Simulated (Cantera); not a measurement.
What does this Cantera script print?

```python
import numpy as np
import cantera as ct

gas_names = """
    C CN CO CO2 C2 CCN CNC C2N2 C2O C3 C3O2 C4 C4N2 C5 N NCO NO NO2 NO3 N2 N2O O O2 O3
""".split()
cond_names = """
    C(gr)
""".split()


# ... load() reads the species with a 1 bar reference pressure and builds the phases ...
atoms = {
    'CO': {'C': 1, 'O': 1},
    'O2': {'O': 2},
    'N2': {'N': 2},
}
top_T = {'C(gr)': 4500}  # K; cautious upper limits of use, not melting points


# ... equilibrate(T, P, feed) seeds the gas with the atoms and calls Mixture.equilibrate('TP', solver="vcs", rtol=1e-11, max_steps=5000) ...
results = []
feed = {'CO': 1, 'O2': 0.055, 'N2': 10}  # mol
T = 2300  # K
P = 1333.22  # Pa
mix = equilibrate(T, P, feed)
results.append((T, P, feed, dict(zip(mix.species_names, mix.species_moles))))
print(gas.report(threshold=0.0001))
for i in range(1, mix.n_phases):
    print(f"{mix.phase(i).name:16s} {mix.phase_moles(i):12.5e} mol")
```

It prints:

```
       temperature   2300 K
          pressure   1333.2 Pa
           density   0.0019626 kg/m^3
  mean mol. weight   28.151 kg/kmol
   phase of matter   gas

                          1 kg             1 kmol
                     ---------------   ---------------
          enthalpy        1.9534e+06        5.4991e+07  J
   internal energy        1.2741e+06        3.5868e+07  J
           entropy             10547        2.9692e+05  J/K
    Gibbs function       -2.2306e+07       -6.2793e+08  J
 heat capacity c_p            1303.9             36707  J/K
 heat capacity c_v            1008.6             28393  J/K

                      mass frac. Y      mole frac. X     chem. pot. / RT
                     ---------------   ---------------   ---------------
                CO          0.081543          0.081954           -40.787
               CO2          0.013887         0.0088831           -62.099
                NO        0.00042766        0.00040123           -37.229
                N2           0.90374           0.90817           -31.835
                 O        0.00026683        0.00046951           -21.312
                O2        0.00013542        0.00011914           -42.624
     [  +18 minor]         1.668e-07        3.2646e-07

C(gr)             0.00000e+00 mol
```

These are equilibrium values from Cantera (NASA tables, ideal gas, pure condensed phases), not measurements of a reactor.
